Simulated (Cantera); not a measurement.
What does this Cantera script print?

```python
import numpy as np
import cantera as ct

gas = ct.Solution("h2o2.yaml")
gas.TPX = 1348, 2666, {'H2': 0.16, 'O2': 1}
reactor = ct.IdealGasConstPressureReactor(gas, energy="off", clone=False)
net = ct.ReactorNet([reactor])
net.rtol, net.atol = 1e-08, 1e-18
show = ['H2', 'O2', 'OH', 'H2O', 'O', 'HO2', 'H']
times = np.geomspace(0.0001, 10, 12)

steps = ct.SolutionArray(gas, extra=["t"])
rows = []
print(f"{'t/s':>10s}{'T/K':>9s}{'P/Pa':>11s}" + "".join(f"{s:>11s}" for s in show))
for t in times:
    while net.time < t:
        t_next = net.step()
        steps.append(gas.state, t=t_next)
    rows.append([np.interp(t, steps.t, y) for y in (steps.T, steps.P, *steps(*show).X.T)])
    print(f"{t:10.3e}{rows[-1][0]:9.1f}{rows[-1][1]:11.4g}" + "".join(f"{x:11.3e}" for x in rows[-1][2:]))
rate = np.gradient(steps.T, steps.t)
print("integrator steps:", len(steps.t))
if steps.T.max() > steps.T[0] + 200:
    print(f"time of steepest temperature rise: {steps.t[rate.argmax()]:.4e} s")
gas.TPX = 1348, 2666, {'H2': 0.16, 'O2': 1}
gas.equilibrate("TP")
print(f"equilibrium (TP): T = {gas.T:.1f} K  " + "  ".join(f"{s} {gas[s].X[0]:.3e}" for s in show))
```

It prints:

```
       t/s      T/K       P/Pa         H2         O2         OH        H2O          O        HO2          H
 1.000e-04   1348.0       2666  1.379e-01  8.621e-01  1.092e-06  2.640e-06  1.444e-06  2.671e-07  1.454e-06
 2.848e-04   1348.0       2666  1.319e-01  8.582e-01  1.546e-03  4.174e-03  2.092e-03  4.156e-06  2.070e-03
 8.111e-04   1348.0       2666  5.082e-03  7.703e-01  1.173e-02  1.119e-01  6.930e-02  9.715e-06  3.161e-02
 2.310e-03   1348.0       2666  4.203e-03  7.872e-01  1.078e-02  1.199e-01  5.525e-02  9.795e-06  2.265e-02
 6.579e-03   1348.0       2666  2.416e-03  8.172e-01  8.302e-03  1.334e-01  2.970e-02  9.159e-06  9.032e-03
 1.874e-02   1348.0       2666  6.520e-04  8.423e-01  4.361e-03  1.438e-01  7.681e-03  5.818e-06  1.190e-03
 5.337e-02   1348.0       2666  9.822e-05  8.500e-01  1.702e-03  1.470e-01  1.147e-03  1.849e-06  6.868e-05
 1.520e-01   1348.0       2666  1.508e-05  8.514e-01  6.705e-04  1.478e-01  1.767e-04  4.174e-07  4.161e-06
 4.329e-01   1348.0       2666  2.980e-06  8.517e-01  2.993e-04  1.480e-01  3.512e-05  1.159e-07  3.690e-07
 1.233e+00   1348.0       2666  7.510e-07  8.518e-01  1.507e-04  1.481e-01  8.896e-06  6.589e-08  4.707e-08
 3.511e+00   1348.0       2666  2.690e-07  8.518e-01  9.029e-05  1.481e-01  3.195e-06  7.408e-08  1.016e-08
 1.000e+01   1348.0       2666  1.967e-07  8.518e-01  7.721e-05  1.481e-01  2.337e-06  8.148e-08  6.368e-09
integrator steps: 1917
equilibrium (TP): T = 1348.0 K  H2 1.954e-07  O2 8.518e-01  OH 7.695e-05  H2O 1.481e-01  O 2.321e-06  HO2 8.166e-08  H 6.305e-09
```

Model: the H2/O2 subset of GRI-Mech 3.0, which has no nitrogen chemistry, integrated in Cantera. Radical loss at walls, strong at low pressure, is not modelled. The temperature is held fixed by assumption; the heat of reaction is taken as removed at once.
